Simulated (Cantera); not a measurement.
An isothermal, constant-pressure homogeneous reactor starts with 10.4 % NH₃, 89.6 % H₂, at 1825 K and 5500 Pa.

Cantera simulation using the gas-phase N/H chemistry of the illustrative SiF4/NH3 mechanism in the Surface Chemkin manual (1991); the numbers are that mechanism's predictions, not measurements. Walls and surfaces, which speed up NH3 decomposition in real reactors, are not modelled.

Task: Predict: x(NH₃) at 5.00 s; x(H₂) at 5.00 s; x(H) at 5.00 s; x(N₂) at 5.00 s; x(N) at 5.00 s.

Result: 
* **x(NH₃) at 5.00 s**: 0.0407 (gas-phase equilibrium 3.05e-7)
* **x(H₂) at 5.00 s**: 0.930 (gas-phase equilibrium 0.951)
* **x(H) at 5.00 s**: 0.000567 (gas-phase equilibrium 0.00184)
* **x(N₂) at 5.00 s**: 0.0287 (gas-phase equilibrium 0.0471)
* **x(N) at 5.00 s**: 2.13e-7 (gas-phase equilibrium 5.23e-11)
